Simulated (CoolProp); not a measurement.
Vapour-liquid equilibrium of R134a (1) + R236FA (2) at 0.359 MPa; x and y are mole fractions of (1).

Computed with CoolProp (multi-fluid Helmholtz-energy mixture model, Tillner-Roth 1994 and Pan 2012; pair parameters Bell 2016).

Question: Give the bubble temperature and the first vapour's composition at x = 0.5, 0.65, 0.8. Is there an azeotrope?

Answer: x = 0.5: 290.4 K, y = 0.693; x = 0.65: 286.5 K, y = 0.811; x = 0.8: 283.0 K, y = 0.904. No azeotrope shows between x = 0.05 and 0.95.

The pair parameters rest on a limited set of measurements; away from them the model extrapolates.
